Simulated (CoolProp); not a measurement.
R1123 along the isotherm -19.95 °C: fugacity coefficient from the reference equation and from simpler models built on Tc = 58.6 °C, pc = 45.49 bar, ω = 0.243; each cubic takes its own stable root.

Computed with CoolProp (reference Helmholtz-energy equation of state, Akasaka 2020).

| p (bar) | phase | reference | Redlich-Kwong | Soave-Redlich-Kwong | Peng-Robinson |
|---|---|---|---|---|---|
| 0.632 | gas | 0.9881 | 0.9899 | 0.9891 | 0.9884 |
| 1.07 | gas | 0.9798 | 0.9829 | 0.9815 | 0.9804 |
| 1.8 | gas | 0.9661 | 0.9713 | 0.9690 | 0.9671 |
| 3.04 | gas | … | 0.9517 | 0.9476 | 0.9446 |
| 5.13 | gas | 0.9034 | 0.9186 | 0.9118 | 0.9069 |
| 8.66 | liquid | 0.5986 | 0.8029 | … | 0.5992 |
| 14.6 | liquid | 0.3619 | 0.4869 | 0.3691 | 0.3621 |
| 24.7 | liquid | 0.2210 | 0.2988 | 0.2262 | 0.2210 |
| 41.6 | liquid | … | 0.1888 | 0.1426 | 0.1383 |
| 70.2 | liquid | 0.08990 | … | … | 0.08954 |
| 119 | liquid | … | 0.08700 | 0.06512 | … |
| 200 | liquid | 0.04726 | 0.06836 | 0.05083 | 0.04640 |

Problem. Fill in the missing entries.

Solution. 
- 3.04, reference: 0.9428
- 8.66, Soave-Redlich-Kwong: 0.6092
- 41.6, reference: 0.1385
- 70.2, Redlich-Kwong: 0.1241
- 70.2, Soave-Redlich-Kwong: 0.09336
- 119, reference: 0.06183
- 119, Peng-Robinson: 0.06128
